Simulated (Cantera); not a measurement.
A Cantera script and its output.

```python
import numpy as np
import cantera as ct

gas = ct.Solution("gri30.yaml")
gas.TPX = 1325, 1333, {'N2O': 1, 'O2': 0.14}
inlet = ct.Reservoir(gas, clone=True)

reactor = ct.IdealGasConstPressureReactor(gas, energy="off", clone=False)
exhaust = ct.Reservoir(gas, clone=True)
tau = [7.9, 2.6, 0.84, 0.27, 0.09, 0.029, 0.0095][0]
for a, b in ((inlet, reactor), (reactor, exhaust)):
    ct.MassFlowController(a, b, mdot=lambda t: reactor.mass / tau)
net = ct.ReactorNet([reactor])
show = ['N2O', 'O2', 'O', 'NO', 'N2', 'NO2']

rows = []
print(f"{'tau/s':>10s}{'T/K':>9s}" + "".join(f"{s:>11s}" for s in show))
for tau in [7.9, 2.6, 0.84, 0.27, 0.09, 0.029, 0.0095]:
    net.initial_time = 0.0
    net.advance(30 * tau)
    before = gas.X
    net.advance(40 * tau)
    drift = np.max(np.abs(gas.X - before) / (gas.X + 1e-9))
    rows.append([gas.T, *gas[show].X, drift])
    print(f"{tau:10.3e}{gas.T:9.1f}" + "".join(f"{x:11.3e}" for x in gas[show].X))
```

Result:

```
     tau/s      T/K        N2O         O2          O         NO         N2        NO2
 7.900e+00   1325.0  4.887e-01  2.196e-01  1.050e-05  4.321e-02  2.484e-01  1.014e-05
 2.600e+00   1325.0  6.952e-01  1.682e-01  1.052e-05  2.027e-02  1.164e-01  4.000e-06
 8.400e-01   1325.0  8.088e-01  1.399e-01  1.053e-05  7.623e-03  4.376e-02  1.224e-06
 2.700e-01   1325.0  8.540e-01  1.286e-01  1.052e-05  2.586e-03  1.485e-02  2.922e-07
 9.000e-02   1325.0  8.693e-01  1.248e-01  1.049e-05  8.753e-04  5.032e-03  5.414e-08
 2.900e-02   1325.0  8.746e-01  1.234e-01  1.041e-05  2.815e-04  1.626e-03  7.174e-09
 9.500e-03   1325.0  8.764e-01  1.230e-01  1.017e-05  9.025e-05  5.279e-04  8.170e-10
```

Cantera simulation using GRI-Mech 3.0 (53 species, 325 reactions); the numbers are that mechanism's predictions, not measurements. GRI-Mech 3.0 was tuned for natural gas; its chemistry of N2O as a main component is partial and can be far from experiment. Radical loss at walls, strong at low pressure, is not modelled. The mechanism lacks the step 2 NO + O2 → 2 NO2, which can matter for NO2 below about 1400 K. The temperature is held fixed by assumption; the heat of reaction is taken as removed at once.
